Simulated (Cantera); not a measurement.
# Thermodynamics of carbon deposition, reforming and gasification, feed C₂H₅OH + H₂ + O₂

A closed system holds: 1 mol C₂H₅OH, a varied amount of H₂, 0.083 mol O₂, held at 1225 K and 7500 Torr.

Equilibrium computed with Cantera from the NASA thermochemical tables; the gas is ideal and each condensed phase is pure. Candidate condensed phases: C, C₆H₆, C₇H₈, C₈H₁₈, H₂O; 110 gas species. The numbers say what is thermodynamically allowed, not how fast it happens.

From 0.91 mol H₂ to 8.4 mol H₂ the condensed part is C(graphite). From 9.9 mol H₂ to 14 mol H₂ nothing is condensed. The main C-bearing gas is CO at 0.91 mol H₂ and CH₄ at 14 mol H₂.

```json
[
 {"n(H₂) (mol)": "0.91", "x H₂": "0.691", "x CO": "0.211", "x CH₄": "0.0627", "x H₂O": "0.0287", "x CO₂": "0.00598", "x C₂H₄": "6.44e-6", "x C₂H₆": "5.10e-6", "n C(graphite)": "0.704"},
 {"n(H₂) (mol)": "2.4", "x H₂": "0.737", "x CO": "0.164", "x CH₄": "0.0713", "x H₂O": "0.0238", "x CO₂": "0.00361", "x C₂H₄": "7.33e-6", "x C₂H₆": "6.19e-6", "n C(graphite)": "0.571"},
 {"n(H₂) (mol)": "3.9", "x H₂": "0.766", "x CO": "0.134", "x CH₄": "0.0771", "x H₂O": "0.0202", "x CO₂": "0.00240", "x C₂H₄": "7.92e-6", "x C₂H₆": "6.96e-6", "n C(graphite)": "0.434"},
 {"n(H₂) (mol)": "5.4", "x H₂": "0.786", "x CO": "0.113", "x CH₄": "0.0812", "x H₂O": "0.0175", "x CO₂": "0.00172", "x C₂H₄": "8.34e-6", "x C₂H₆": "7.52e-6", "n C(graphite)": "0.295"},
 {"n(H₂) (mol)": "6.9", "x H₂": "0.801", "x CO": "0.0980", "x CH₄": "0.0843", "x H₂O": "0.0154", "x CO₂": "0.00129", "x C₂H₄": "8.65e-6", "x C₂H₆": "7.95e-6", "n C(graphite)": "0.155"},
 {"n(H₂) (mol)": "8.4", "x H₂": "0.812", "x CO": "0.0864", "x CH₄": "0.0866", "x H₂O": "0.0138", "x CO₂": "0.001000", "x C₂H₄": "8.89e-6", "x C₂H₆": "8.28e-6", "n C(graphite)": "0.0142"},
 {"n(H₂) (mol)": "9.9", "x H₂": "0.830", "x CO": "0.0751", "x CH₄": "0.0797", "x H₂O": "0.0139", "x CO₂": "0.000858", "x C₂H₄": "7.19e-6", "x C₂H₆": "6.85e-6", "n C(graphite)": "0"},
 {"n(H₂) (mol)": "11", "x H₂": "0.842", "x CO": "0.0682", "x CH₄": "0.0747", "x H₂O": "0.0141", "x CO₂": "0.000775", "x C₂H₄": "6.16e-6", "x C₂H₆": "5.95e-6", "n C(graphite)": "0"},
 {"n(H₂) (mol)": "13", "x H₂": "0.860", "x CO": "0.0581", "x CH₄": "0.0674", "x H₂O": "0.0141", "x CO₂": "0.000651", "x C₂H₄": "4.80e-6", "x C₂H₆": "4.73e-6", "n C(graphite)": "0"},
 {"n(H₂) (mol)": "14", "x H₂": "0.867", "x CO": "0.0539", "x CH₄": "0.0642", "x H₂O": "0.0141", "x CO₂": "0.000598", "x C₂H₄": "4.29e-6", "x C₂H₆": "4.27e-6", "n C(graphite)": "0"}
]
```
x: gas mole fraction; n: condensed amount in mol.
